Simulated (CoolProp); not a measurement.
Vapour-liquid equilibrium of R1234yf (1) + isobutane (2) at 14 bar; x and y are mole fractions of (1).

Model: multi-fluid Helmholtz-energy mixture model, Lemmon 2022 and Bücker 2006; pair parameters Bell 2016, in CoolProp.

```json
[
 {"x": "0.05", "bubble temperature, mixture model (°C)": "76.6", "bubble temperature, Raoult's law (°C)": "79.9", "y, mixture model": "0.119", "y, Raoult's law": "0.090"},
 {"x": "0.15", "bubble temperature, mixture model (°C)": "68.8", "bubble temperature, Raoult's law (°C)": "76.0", "y, mixture model": "0.291", "y, Raoult's law": "0.249"},
 {"x": "0.25", "bubble temperature, mixture model (°C)": "63.7", "bubble temperature, Raoult's law (°C)": "72.5", "y, mixture model": "0.408", "y, Raoult's law": "0.385"},
 {"x": "0.35", "bubble temperature, mixture model (°C)": "60.1", "bubble temperature, Raoult's law (°C)": "69.3", "y, mixture model": "0.496", "y, Raoult's law": "0.503"},
 {"x": "0.45", "bubble temperature, mixture model (°C)": "57.6", "bubble temperature, Raoult's law (°C)": "66.3", "y, mixture model": "0.570", "y, Raoult's law": "0.606"},
 {"x": "0.55", "bubble temperature, mixture model (°C)": "55.7", "bubble temperature, Raoult's law (°C)": "63.5", "y, mixture model": "0.637", "y, Raoult's law": "0.697"},
 {"x": "0.65", "bubble temperature, mixture model (°C)": "54.3", "bubble temperature, Raoult's law (°C)": "60.9", "y, mixture model": "0.705", "y, Raoult's law": "0.778"},
 {"x": "0.75", "bubble temperature, mixture model (°C)": "53.3", "bubble temperature, Raoult's law (°C)": "58.5", "y, mixture model": "0.776", "y, Raoult's law": "0.850"},
 {"x": "0.85", "bubble temperature, mixture model (°C)": "52.8", "bubble temperature, Raoult's law (°C)": "56.2", "y, mixture model": "0.856", "y, Raoult's law": "0.915"},
 {"x": "0.95", "bubble temperature, mixture model (°C)": "52.8", "bubble temperature, Raoult's law (°C)": "54.1", "y, mixture model": "0.948", "y, Raoult's law": "0.973"}
]
```

The largest gap from Raoult's law is -9.2 K in bubble temperature, at x = 0.35. y crosses x between x = 0.85 and 0.95: the model has an azeotrope there.

Pair parameters are fitted to limited data, so mixtures are less certain than the pure fluids.
